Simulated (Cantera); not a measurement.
A perfectly stirred reactor is fed with CH4 : C2H6 : O2 : N2 = 1 : 0.19 : 1.78 : 6.68 (molar parts), equivalence ratio 1.5, at 1500000 Pa; it is adiabatic with a 650 K inlet, and is followed from long to short residence time, starting on the burning branch (τ in s: 0.04, 0.013, 0.004, 0.0012, 0.00039, 0.00012, 3.8e-05, 1.2e-05, 3.7e-06).

Model: GRI-Mech 3.0 (53 species, 325 reactions), integrated in Cantera. The pressure lies above the range GRI-Mech 3.0 was tuned for (to about 10 atm).

Problem. What does this change do: inlet temperature 650 to 750 K?

Solution. 
```json
[
 {"quantity": "blow-out, bracketed by the residence times tried", "before": "burning at 0.120 ms, out at 38.0 µs", "after": "burning at 38.0 µs, out at 12.0 µs"},
 {"quantity": "x(CH4) at τ = 40.0 ms", "before": "0.000304", "after": "0.000123"},
 {"quantity": "x(C2H6) at τ = 40.0 ms", "before": "9.74e-8", "after": "4.98e-8"},
 {"quantity": "x(O2) at τ = 40.0 ms", "before": "3.69e-5", "after": "2.38e-5"},
 {"quantity": "x(C2H4) at τ = 40.0 ms", "before": "4.84e-7", "after": "1.64e-7"},
 {"quantity": "x(HCO) at τ = 40.0 ms", "before": "1.37e-7", "after": "1.80e-7"},
 {"quantity": "x(CH4) at τ = 0.390 ms", "before": "0.00491", "after": "0.00320"},
 {"quantity": "x(C2H6) at τ = 0.390 ms", "before": "1.87e-5", "after": "8.88e-6"},
 {"quantity": "x(O2) at τ = 0.390 ms", "before": "0.00266", "after": "0.00175"},
 {"quantity": "x(C2H4) at τ = 0.390 ms", "before": "0.000121", "after": "5.82e-5"},
 {"quantity": "x(HCO) at τ = 0.390 ms", "before": "6.46e-7", "after": "7.51e-7"}
]
```
